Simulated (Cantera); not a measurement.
A freely propagating, adiabatic, planar premixed flame of CH4 : C2H6 : O2 : N2 = 1 : 0.041 : 1.79 : 5 (molar parts), equivalence ratio 1.2, unburnt at 300 K and 825 Torr; mixture-averaged transport, grid criteria slope 0.08 and curve 0.16, no radiation.

Detailed kinetics in Cantera: GRI-Mech 3.0 (53 species, 325 reactions). Burning velocities carry a grid error of a few per cent, more on coarse grids.

x: mole fraction of selected species; z is measured from the peak of heat release.

```csv
z (mm),T (K),u (m/s),x CH4,x C2H6,x O2,x CH3,x NO2,x H2
-0.870,300,0.591,0.128,0.00523,0.228,<1e-8,<1e-8,0.000588
-0.580,300,0.593,0.127,0.00522,0.228,<1e-8,<1e-8,0.00270
-0.435,305,0.604,0.126,0.00520,0.227,5.06e-8,<1e-8,0.00658
-0.290,382,0.766,0.121,0.00512,0.221,2.01e-6,2.08e-7,0.0169
-0.145,980,2.02,0.0827,0.00443,0.171,0.000538,2.77e-7,0.0338
-0.0725,1492,3.13,0.0446,0.00238,0.116,0.00352,6.66e-8,0.0414
0,1919,4.07,0.0113,0.000181,0.0574,0.00426,1.30e-8,0.0436
0.0725,2105,4.47,0.00110,1.34e-6,0.0242,0.000902,<1e-8,0.0389
0.145,2153,4.56,(withheld),<1e-8,(withheld),(withheld),<1e-8,0.0353
0.290,2189,4.61,(withheld),<1e-8,(withheld),(withheld),<1e-8,0.0345
0.580,2231,4.68,<1e-8,<1e-8,0.00521,<1e-8,<1e-8,0.0344
1.16,2284,4.78,<1e-8,<1e-8,0.00378,<1e-8,<1e-8,0.0334
2.32,2336,4.87,<1e-8,<1e-8,0.00239,<1e-8,<1e-8,0.0322
```

Q: Fill in the missing entries.

A: 
- 0.145, x CH4: 6.20e-5
- 0.145, x O2: 0.0122
- 0.145, x CH3: 6.90e-5
- 0.290, x CH4: 1.91e-7
- 0.290, x O2: 0.00690
- 0.290, x CH3: 2.55e-7
